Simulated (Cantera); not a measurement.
Feed: 1 mol CH2F2, 0.83 mol CH4, held at 1.50e-5 bar.

Equilibrium computed with Cantera from the NASA thermochemical tables; the gas is ideal and each condensed phase is pure. Candidate condensed phases: C, C6H6, C7H8, C8H18; 95 gas species. Rates play no part.

x: gas mole fraction; n: condensed amount in mol.

| T (K) | x H | x HF | x H2 | x F | x C | x C3 | x C2 | n C(graphite) |
|---|---|---|---|---|---|---|---|---|
| 1375 | 0.000596 | 0.546 | 0.453 | 7.38e-9 | <1e-12 | <1e-12 | <1e-12 | 1.83 |
| 1575 | 0.00718 | 0.544 | 0.448 | 4.01e-7 | 1.78e-11 | 2.88e-12 | <1e-12 | 1.83 |
| 1775 | 0.0483 | 0.533 | 0.418 | 9.05e-6 | 8.58e-9 | 3.52e-9 | 2.89e-10 | 1.83 |
| 1975 | 0.197 | 0.493 | 0.310 | 0.000116 | 1.18e-6 | 9.90e-7 | 8.34e-8 | 1.83 |
| 2175 | 0.449 | 0.422 | 0.127 | 0.00118 | 6.49e-5 | 9.65e-5 | 8.39e-6 | 1.83 |
| 2375 | 0.588 | 0.366 | 0.0261 | 0.0122 | 0.00182 | 0.00426 | 0.000384 | 1.74 |
| 2575 | 0.578 | (withheld) | (withheld) | (withheld) | (withheld) | (withheld) | (withheld) | 0 |
| 2775 | 0.601 | 0.0720 | 0.000967 | 0.178 | 0.0953 | 0.0361 | 0.0123 | 0 |
| 2975 | 0.585 | (withheld) | (withheld) | 0.210 | (withheld) | (withheld) | (withheld) | 0 |
| 3175 | 0.582 | 0.00328 | 7.36e-5 | 0.216 | 0.196 | 0.000212 | 0.00185 | 0 |

### Question
What belongs in the gaps?

### Answer

- 2575, x HF: 0.224
- 2575, x H2: 0.00418
- 2575, x F: 0.0782
- 2575, x C: 0.0274
- 2575, x C3: 0.0767
- 2575, x C2: 0.00790
- 2975, x HF: 0.0146
- 2975, x H2: 0.000241
- 2975, x C: 0.177
- 2975, x C3: 0.00467
- 2975, x C2: 0.00710
